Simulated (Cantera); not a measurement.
## Catalytic stagnation flow on Pt

A jet of 3.44 % CH4, 8.78 % O2, 87.8 % N2 at 300 K and 0.450 bar hits a platinum plate 7.4 cm away at a mass flux of 0.089 kg/m²/s; the plate temperature is set and raised in steps from an oxygen-covered start.

Model: Deutschmann's 1995 Pt surface mechanism with GRI-Mech 3.0 gas chemistry, integrated in Cantera. Catalytic surfaces can have several steady states; this one follows from the mechanism file's or the stated starting coverage.

```
plate T (K)  wall x CH4  wall x O2  wall x H2O  wall x OH  wall x CO  wall x CO2  θ free Pt   θ O*    θ OH*
-----------  ----------  ---------  ----------  ---------  ---------  ----------  ---------  -----  -------
950             0.00667     0.0289      0.0516    5.92e-8    3.39e-6      0.0341      0.251  0.746  0.00357
1000            0.00406     0.0234      0.0563    1.51e-7    2.83e-6      0.0372      0.328  0.669  0.00336
1050            0.00272     0.0206      0.0586    3.45e-7    2.56e-6      0.0388      0.402  0.595  0.00303
1100            0.00197     0.0191      0.0599    7.28e-7    2.46e-6      0.0397      0.472  0.525  0.00267
1150            0.00151     0.0183      0.0605    1.43e-6    2.48e-6      0.0401      0.538  0.459  0.00233
1200            0.00121     0.0178      0.0609    2.64e-6    2.62e-6      0.0403      0.600  0.398  0.00202
1250            0.00101     0.0176      0.0610    4.60e-6    2.89e-6      0.0403      0.656  0.343  0.00174
```
x: mole fraction at the wall; θ: surface coverage.
